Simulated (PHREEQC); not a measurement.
Dissolve 0.0086 mol/kgw HNO3, 0.0032 mol/kgw NaCl and 0.063 mol/kgw MnSO4 at 25 °C. Closed to the air; pH follows from the charge balance.

Equilibrium calculation in PHREEQC: ion-association model, phreeqc.dat.

Each row changes one thing in this solution. This is a speciation only: nothing precipitates in the calculation.

| case | pH | ionic strength (mol/kgw) | SO4-2 (mol/kgw) | MnSO4 (mol/kgw) | HSO4- (mol/kgw) | NaSO4- (mol/kgw) | SI of Halite (NaCl) | SI of Pyrochroite (Mn(OH)2) |
|---|---|---|---|---|---|---|---|---|
| as made | 2.48 | 0.155 | 0.0335 | 0.0248 | 0.00453 | 0.000163 | -6.86 | -12.11 |
| HNO3 from 0.0086 to 0.00086 mol/kgw | 3.50 | 0.149 | 0.0361 | 0.0263 | 0.000472 | 0.000177 | -6.86 | (withheld) |
| MnSO4 from 0.063 to 0.0567 mol/kgw | 2.47 | 0.142 | 0.0304 | 0.0218 | 0.00438 | 0.000153 | -6.85 | (withheld) |
| HNO3 from 0.0086 to 0.0129 mol/kgw | (withheld) | (withheld) | 0.0322 | 0.0240 | 0.00665 | 0.000156 | -6.86 | -12.47 |
| HNO3 left out | (withheld) | 0.149 | 0.0364 | 0.0264 | 6.15e-7 | 0.000179 | -6.86 | -4.31 |

Q: Some entries are withheld; supply them.

A: 
- HNO3 from 0.0086 to 0.00086 mol/kgw, SI of Pyrochroite (Mn(OH)2): -10.08
- MnSO4 from 0.063 to 0.0567 mol/kgw, SI of Pyrochroite (Mn(OH)2): -12.17
- HNO3 from 0.0086 to 0.0129 mol/kgw, pH: 2.30
- HNO3 from 0.0086 to 0.0129 mol/kgw, ionic strength (mol/kgw): 0.158
- HNO3 left out, pH: 6.39

Complexes and solids missing from the database can't appear.
